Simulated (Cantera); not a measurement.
Charge: 1 mol SiHCl₃, 0.6 mol NH₃, 25 mol N₂, at 1302 °C and 0.0100 bar.

Method: chemical equilibrium by Gibbs-energy minimisation in Cantera with the NASA 1993 tables (ideal gas, pure condensed phases). Candidate condensed phases: NH₄Cl, Si, Si₃N₄; 28 gas species. The tables' values for SiCl₃ are old estimates; treat these amounts as uncertain. Rates play no part.

Base state: N₂ 0.897, HCl 0.0499, SiCl₂ 0.0262, H₂ 0.0249, SiCl₃ 0.00130, SiCl₄ 0.000170, Cl 0.000104, H 6.56e-5 (mole fractions); condensed: Si₃N₄(s).

Q: What changes in the equilibrium state with this change: pressure from 0.0100 bar to 0.00133 bar?

A: 
```csv
species,before,after
N₂,0.897,0.897
SiCl₂,0.0262,0.0350
HCl,0.0499,0.0349
H₂,0.0249,0.0321
Si,4.44e-7,1.17e-5
SiCl₄,0.000170,1.15e-5
SiHCl₃,1.13e-5,1.41e-6
SiCl,5.57e-6,3.31e-5
SiCl₃,0.00130,0.000392
"Si₃N₄(s), mol",0.0747,0
```
The tables' values for SiCl₃, SiCl are old estimates; treat these amounts as uncertain.
